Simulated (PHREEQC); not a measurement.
Make-up at 25 °C: 1.2 mmol/kgw CuSO4, 1.4 mmol/kgw HBF4 and 1.3 mmol/kgw H3BO3. Closed to the air; pH follows from the charge balance.

Model: ion-association model, wateq4f.dat, run in PHREEQC.

Each row changes one thing in this solution. No solid was allowed to form.

```json
[
 {"case": "as made", "pH": "2.83", "ionic strength (mol/kgw)": "0.00580", "H3BO3 (mol/kgw)": "0.00191", "H2BO3- (mol/kgw)": "8.13e-10"},
 {"case": "H3BO3 from 0.0013 to 0.00026 mol/kgw", "pH": "2.83", "ionic strength (mol/kgw)": "0.00580", "H3BO3 (mol/kgw)": "0.000994", "H2BO3- (mol/kgw)": "4.20e-10"},
 {"case": "HBF4 left out", "pH": "5.29", "ionic strength (mol/kgw)": "0.00426", "H3BO3 (mol/kgw)": "0.00130", "H2BO3- (mol/kgw)": "1.56e-7"},
 {"case": "H3BO3 left out", "pH": "2.83", "ionic strength (mol/kgw)": "0.00580", "H3BO3 (mol/kgw)": "0.000778", "H2BO3- (mol/kgw)": "3.29e-10"},
 {"case": "temperature from 25 to 75 °C", "pH": "2.99", "ionic strength (mol/kgw)": "0.00512", "H3BO3 (mol/kgw)": "___", "H2BO3- (mol/kgw)": "3.17e-9"},
 {"case": "CuSO4 left out", "pH": "2.81", "ionic strength (mol/kgw)": "0.00163", "H3BO3 (mol/kgw)": "0.00191", "H2BO3- (mol/kgw)": "7.37e-10"},
 {"case": "diluted 2-fold with water", "pH": "3.00", "ionic strength (mol/kgw)": "0.00325", "H3BO3 (mol/kgw)": "0.00116", "H2BO3- (mol/kgw)": "7.21e-10"},
 {"case": "diluted 5-fold with water", "pH": "3.24", "ionic strength (mol/kgw)": "0.00151", "H3BO3 (mol/kgw)": "___", "H2BO3- (mol/kgw)": "___"},
 {"case": "CuSO4 from 0.0012 to 0.00132 mol/kgw", "pH": "2.83", "ionic strength (mol/kgw)": "0.00618", "H3BO3 (mol/kgw)": "0.00191", "H2BO3- (mol/kgw)": "8.19e-10"}
]
```

Q: Complete the blanks.

A: 
- temperature from 25 to 75 °C, H3BO3 (mol/kgw): 0.00234
- diluted 5-fold with water, H3BO3 (mol/kgw): 0.000532
- diluted 5-fold with water, H2BO3- (mol/kgw): 5.56e-10

Some of these states are supersaturated (in Brochantite, Antlerite, for instance). Constants without temperature data keep their 25 °C values here. Real BF4- forms and hydrolyses slowly; the run takes it at equilibrium.
